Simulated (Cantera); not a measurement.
Feed: 1 mol Si2Cl6, a varied amount of NH3, 6.9 mol N2, held at 627 °C and 0.503 Torr.

Equilibrium computed with Cantera from the NASA thermochemical tables; the gas is ideal and each condensed phase is pure. Candidate condensed phases: NH4Cl, Si, Si3N4; 28 gas species. The feed counts by its element totals alone. The tables' values for SiCl3 are old estimates; treat these amounts as uncertain. Equilibrium is a limit: real reactors are often held back by kinetics, nucleation or transport.

x: gas mole fraction; n: condensed amount in mol.

```csv
n(NH3) (mol),x N2,x H2,x HCl,x SiCl4,x SiHCl3,x SiCl3,x SiCl2,n Si3N4(s)
1.7,0.585,0.0780,0.278,0.0581,4.63e-5,2.66e-5,5.82e-7,0.439
2.2,0.550,0.108,0.300,0.0424,4.35e-5,2.12e-5,5.07e-7,0.486
2.7,0.521,0.138,0.310,0.0310,[?],1.69e-5,4.41e-7,0.524
3.5,0.486,0.183,0.312,0.0189,[?],1.18e-5,3.53e-7,0.569
4.4,0.456,0.230,0.303,0.0110,[?],7.98e-6,2.75e-7,0.603
5.5,0.430,0.281,0.283,0.00594,[?],5.07e-6,2.06e-7,0.628
7,0.404,0.338,0.255,0.00279,[?],2.91e-6,1.44e-7,0.646
8.8,0.382,0.393,0.224,0.00129,[?],1.64e-6,9.98e-8,0.655
11,0.363,0.443,0.194,0.000586,[?],9.18e-7,6.86e-8,0.661
```

Task: What belongs in the gaps?

Result: 
- 2.7, x SiHCl3: 3.91e-5
- 3.5, x SiHCl3: 3.15e-5
- 4.4, x SiHCl3: 2.38e-5
- 5.5, x SiHCl3: 1.67e-5
- 7, x SiHCl3: 1.05e-5
- 8.8, x SiHCl3: 6.40e-6
- 11, x SiHCl3: 3.80e-6
